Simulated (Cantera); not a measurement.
Cantera run:

```python
import numpy as np
import cantera as ct

gas_names = """
    H HNO HNO2 HNO3 HO2 H2 H2O H2O2 N NH NH2 NH3 NH2OH NO NO2 NO3 N2 N2H2 N2H4 N2O O OH O2 O3 Si SiH
    SiH2 SiH3 SiH4 SiN SiO SiO2 Si2 Si2N Si3
""".split()
cond_names = """
    H2O(s) H2O(L) Si(cr) Si(L) SiO2(Lqz) SiO2(hqz) SiO2(L) Si2N2O(s) Si3N4(a)
""".split()


# ... load() reads the species with a 1 bar reference pressure and builds the phases ...
atoms = {
    'SiH4': {'Si': 1, 'H': 4},
    'NO': {'N': 1, 'O': 1},
    'H2': {'H': 2},
}
top_T = {'Si2N2O(s)': 2100, 'Si3N4(a)': 2400}  # K; cautious upper limits of use, not melting points


# ... equilibrate(T, P, feed) seeds the gas with the atoms and calls Mixture.equilibrate('TP', solver="vcs", rtol=1e-11, max_steps=5000) ...
results = []
feed = {'SiH4': 1, 'NO': 4, 'H2': 4.1}  # mol
P = 1000  # Pa
for T in [1473, 1523, 1573, 1623, 1673, 1723, 1773, 1823]:
    mix = equilibrate(T, P, feed)
    results.append((T, P, feed, dict(zip(mix.species_names, mix.species_moles))))

top = {s: max(r[3][s] / sum(r[3][g] for g in gas_names) for r in results) for s in gas_names}
cols = sorted((s for s in top if top[s] > 1e-06), key=lambda s: -top[s])[:6]
seen = [c for c in cond_names if any(r[3].get(c, 0) > 1e-12 for r in results)]
print("log10 of partial pressures in bar; condensed amounts in mol")
print(f"{'T/K':>10s}" + "".join(f"{s[:9]:>10s}" for s in cols + seen))
for T, P, feed, n in results:
    ng = sum(n[g] for g in gas_names)
    print(f"{T:10.4g}" + "".join(f"{np.log10(max(n[s] / ng * P / 1e5, 1e-99)):10.3f}" for s in cols)
          + "".join(f"{n.get(c, 0):10.4g}" for c in seen))
```

Result:

```
log10 of partial pressures in bar; condensed amounts in mol
       T/K        H2       H2O        N2         H       SiO        OH SiO2(hqz)   SiO2(L)
      1473    -2.296    -2.607    -2.607    -6.046    -8.800    -7.942         1         0
      1523    -2.296    -2.607    -2.607    -5.784    -8.170    -7.607         1         0
      1573    -2.296    -2.608    -2.608    -5.539    -7.581    -7.293         1         0
      1623    -2.296    -2.608    -2.608    -5.308    -7.030    -6.998    0.9999         0
      1673    -2.296    -2.608    -2.608    -5.092    -6.513    -6.721    0.9998         0
      1723    -2.297    -2.608    -2.608    -4.887    -6.031    -6.460         0    0.9992
      1773    -2.297    -2.608    -2.608    -4.695    -5.581    -6.213         0    0.9979
      1823    -2.299    -2.607    -2.608    -4.513    -5.158    -5.979         0    0.9943
```

Method: chemical equilibrium by Gibbs-energy minimisation in Cantera with the NASA 1993 tables (ideal gas, pure condensed phases). The tables hold silica as quartz up to 1696 K and as liquid above; real silica turns to tridymite and cristobalite and melts near 1996 K.
